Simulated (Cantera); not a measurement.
Feed: 1 mol FeS₂, 1.7 mol SO₂, 0.16 mol CO₂, equilibrated at 923 K and 53.0 mbar.

Method: chemical equilibrium by Gibbs-energy minimisation in Cantera with the NASA 1993 tables (ideal gas, pure condensed phases). Candidate condensed phases: C, Fe, Fe(CO)₅, FeO, FeS, FeSO₄, FeS₂, Fe₂O₃, Fe₂(SO₄)₃, Fe₃O₄, S; 25 gas species. FeS: taken at fixed stoichiometry. Gases not in the tables: S₃ to S₇. Rates play no part.

Base state: SO₂ 0.718, S₂ 0.207, CO₂ 0.0677, S₂O 0.00754, COS 9.41e-5, CO 8.46e-5, SO 2.32e-5 (mole fractions); condensed: FeS(s).

Task: What changes in the equilibrium state with this change: CO₂ from 0.16 to 9 mol?

Result: 
```csv
species,before,after
CO₂,0.0677,0.801
SO₂,0.718,0.152
S₂,0.207,0.0429
CO,8.46e-5,0.00147
COS,9.41e-5,0.000744
"FeS(s), mol",1.00,1.00
```

Task: What changes in the equilibrium state with this change: CO₂ from 0.16 to 3.9 mol?

Result: 
```csv
species,before,after
CO₂,0.0677,0.638
SO₂,0.718,0.279
S₂,0.207,0.0795
CO,8.46e-5,0.00101
COS,9.41e-5,0.000695
S₂O,0.00754,0.00230
SO,2.32e-5,1.14e-5
"FeS(s), mol",1.00,1.00
```
